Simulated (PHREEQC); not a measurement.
Dissolve 0.0051 mol ZnSO4, 0.14 mol ZnCl2 and 0.42 mol Na2SO4 per kg of water at 20 °C. Closed to the air; pH follows from the charge balance.

Computed with PHREEQC (ion-association model, wateq4f.dat).

Precipitation was switched off in this run.

Task: Order these S species by the share of S that they hold, largest first: SO4-2, ZnSO4, Zn(SO4)2-2, NaSO4-.

Result: SO4-2 (45 %), NaSO4- (26 %), Zn(SO4)2-2 (17 %), ZnSO4 (12 %)

The pH is 5.51 and the ionic strength 1.11 mol/kgw. Ionic strength above about 0.7 mol/kgw puts this run outside the model's range.
